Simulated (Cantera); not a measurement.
An isothermal, constant-pressure homogeneous reactor starts with CH4 : N2 = 1 : 5.2 (molar parts), at 1575 K and 101000 Pa. Integrator tolerance rtol = 1e-08.

Detailed kinetics in Cantera: GRI-Mech 3.0 (53 species, 325 reactions). GRI-Mech 3.0 stops at C3 and has no aromatics, soot or wall deposition, so with more carbon than oxygen in the feed, carbon stays in small species such as C2H2 where larger ones or solid carbon would form.

### Question
What does this change do: temperature 1575 to 1675 K?

### Answer
| quantity | before | after |
|---|---|---|
| x(CH4) at 1.00 s | 0.0186 (gas-phase equilibrium 0.00604) | 0.00414 (gas-phase equilibrium 0.00248) |
| x(CH3) at 1.00 s | 3.35e-5 (gas-phase equilibrium 1.14e-5) | 2.16e-5 (gas-phase equilibrium 1.29e-5) |
| x(C2H) at 1.00 s | 1.56e-8 (gas-phase equilibrium 7.86e-9) | 8.51e-8 (gas-phase equilibrium 3.61e-8) |
| x(C2H4) at 1.00 s | 0.00157 (gas-phase equilibrium 0.000808) | 0.000808 (gas-phase equilibrium 0.000348) |
| x(CH2) at 1.00 s | 2.67e-9 (gas-phase equilibrium 9.61e-10) | 5.60e-9 (gas-phase equilibrium 3.34e-9) |
| x(H) at 1.00 s | 1.62e-5 (gas-phase equilibrium 1.86e-5) | 5.21e-5 (gas-phase equilibrium 5.26e-5) |
| x(C2H2) at 1.00 s | 0.0600 (gas-phase equilibrium 0.0289) | 0.0669 (gas-phase equilibrium 0.0285) |

### Question
What does this change do: temperature 1575 to 1725 K?

### Answer
```csv
quantity,before,after
x(CH4) at 1.00 s,0.0186 (gas-phase equilibrium 0.00604),0.00256 (gas-phase equilibrium 0.00164)
x(CH3) at 1.00 s,3.35e-5 (gas-phase equilibrium 1.14e-5),2.13e-5 (gas-phase equilibrium 1.36e-5)
x(C2H) at 1.00 s,1.56e-8 (gas-phase equilibrium 7.86e-9),1.75e-7 (gas-phase equilibrium 7.18e-8)
x(C2H4) at 1.00 s,0.00157 (gas-phase equilibrium 0.000808),0.000561 (gas-phase equilibrium 0.000233)
x(CH2) at 1.00 s,2.67e-9 (gas-phase equilibrium 9.61e-10),9.23e-9 (gas-phase equilibrium 5.86e-9)
x(H) at 1.00 s,1.62e-5 (gas-phase equilibrium 1.86e-5),8.40e-5 (gas-phase equilibrium 8.43e-5)
x(C2H2) at 1.00 s,0.0600 (gas-phase equilibrium 0.0289),0.0678 (gas-phase equilibrium 0.0280)
```

### Question
What does this change do: N2 5.2 to 13 parts?

### Answer
```
quantity                                             before                                      after
-----------------  ----------------------------------------  -----------------------------------------
x(CH4) at 1.00 s     0.0186 (gas-phase equilibrium 0.00604)    0.00913 (gas-phase equilibrium 0.00118)
x(CH3) at 1.00 s    3.35e-5 (gas-phase equilibrium 1.14e-5)    2.35e-5 (gas-phase equilibrium 3.18e-6)
x(C2H) at 1.00 s    1.56e-8 (gas-phase equilibrium 7.86e-9)    1.07e-8 (gas-phase equilibrium 3.61e-9)
x(C2H4) at 1.00 s  0.00157 (gas-phase equilibrium 0.000808)  0.000367 (gas-phase equilibrium 0.000128)
x(CH2) at 1.00 s   2.67e-9 (gas-phase equilibrium 9.61e-10)   2.69e-9 (gas-phase equilibrium 3.82e-10)
x(H) at 1.00 s      1.62e-5 (gas-phase equilibrium 1.86e-5)    1.11e-5 (gas-phase equilibrium 1.30e-5)
x(C2H2) at 1.00 s     0.0600 (gas-phase equilibrium 0.0289)     0.0287 (gas-phase equilibrium 0.00931)
```
